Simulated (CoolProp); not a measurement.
R236EA along the isobar 6000 kPa: Z from the reference equation and from simpler models built on Tc = 139.3 °C, pc = 3414 kPa, ω = 0.368; each cubic takes its own stable root.

Values from CoolProp's reference Helmholtz-energy equation of state, Rui 2013.

| T (°C) | phase | reference |
|---|---|---|
| 39.85 | liquid | 0.2497 |
| 52.25 | liquid | 0.2470 |
| 64.65 | liquid | 0.2453 |
| 76.95 | liquid | 0.2447 |
| 89.35 | liquid | 0.2452 |
| 101.75 | liquid | 0.2473 |
| 114.15 | liquid | 0.2515 |
| 126.45 | liquid | 0.2587 |
| 138.85 | liquid | 0.2710 |

Task: How far does each simpler model (van der Waals, Redlich-Kwong, Soave-Redlich-Kwong) lie from the reference over these 9 states: mean and median of the absolute difference, and the worst?

Result: 
- van der Waals: mean 54.3 %, median 55.7 %, worst +60.2 % at 39.85 °C and 6000 kPa
- Redlich-Kwong: mean 16.2 %, median 16.3 %, worst +17.8 % at 126.45 °C and 6000 kPa
- Soave-Redlich-Kwong: mean 12.0 %, median 11.1 %, worst +17.4 % at 138.85 °C and 6000 kPa
